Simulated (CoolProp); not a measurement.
Aqueous potassium formate as a coolant, at 4 °C, 1 atm.

Values from CoolProp's Melinder's fits for secondary coolants.

```json
[
 {"mass %": "3.3", "freezing point (°C)": "-1.4", "Prandtl number": "11.9", "viscosity (mPa s)": "1.66", "cp (kJ/(kg K))": "…", "conductivity (W/(m K))": "0.565"},
 {"mass %": "6.5", "freezing point (°C)": "-3.0", "Prandtl number": "12.1", "viscosity (mPa s)": "…", "cp (kJ/(kg K))": "3.942", "conductivity (W/(m K))": "0.560"},
 {"mass %": "9.6", "freezing point (°C)": "-4.7", "Prandtl number": "12.1", "viscosity (mPa s)": "1.76", "cp (kJ/(kg K))": "…", "conductivity (W/(m K))": "0.556"},
 {"mass %": "12.8", "freezing point (°C)": "-6.6", "Prandtl number": "12.2", "viscosity (mPa s)": "1.82", "cp (kJ/(kg K))": "…", "conductivity (W/(m K))": "0.551"},
 {"mass %": "15.9", "freezing point (°C)": "-8.6", "Prandtl number": "12.4", "viscosity (mPa s)": "1.89", "cp (kJ/(kg K))": "3.585", "conductivity (W/(m K))": "0.546"},
 {"mass %": "19", "freezing point (°C)": "…", "Prandtl number": "12.7", "viscosity (mPa s)": "1.98", "cp (kJ/(kg K))": "3.473", "conductivity (W/(m K))": "0.541"},
 {"mass %": "22.2", "freezing point (°C)": "…", "Prandtl number": "13.1", "viscosity (mPa s)": "2.09", "cp (kJ/(kg K))": "…", "conductivity (W/(m K))": "0.536"},
 {"mass %": "25.3", "freezing point (°C)": "-16.2", "Prandtl number": "13.6", "viscosity (mPa s)": "2.20", "cp (kJ/(kg K))": "3.260", "conductivity (W/(m K))": "0.530"},
 {"mass %": "28.5", "freezing point (°C)": "-19.5", "Prandtl number": "14.1", "viscosity (mPa s)": "2.33", "cp (kJ/(kg K))": "3.160", "conductivity (W/(m K))": "…"},
 {"mass %": "31.6", "freezing point (°C)": "-23.0", "Prandtl number": "14.6", "viscosity (mPa s)": "2.46", "cp (kJ/(kg K))": "3.069", "conductivity (W/(m K))": "0.518"},
 {"mass %": "34.8", "freezing point (°C)": "-27.2", "Prandtl number": "15.2", "viscosity (mPa s)": "2.60", "cp (kJ/(kg K))": "2.981", "conductivity (W/(m K))": "0.511"}
]
```

### Question
Complete the blanks.

### Answer

- 3.3, cp (kJ/(kg K)): 4.070
- 6.5, viscosity (mPa s): 1.71
- 9.6, cp (kJ/(kg K)): 3.821
- 12.8, cp (kJ/(kg K)): 3.700
- 19, freezing point (°C): -10.9
- 22.2, freezing point (°C): -13.4
- 22.2, cp (kJ/(kg K)): 3.363
- 28.5, conductivity (W/(m K)): 0.524
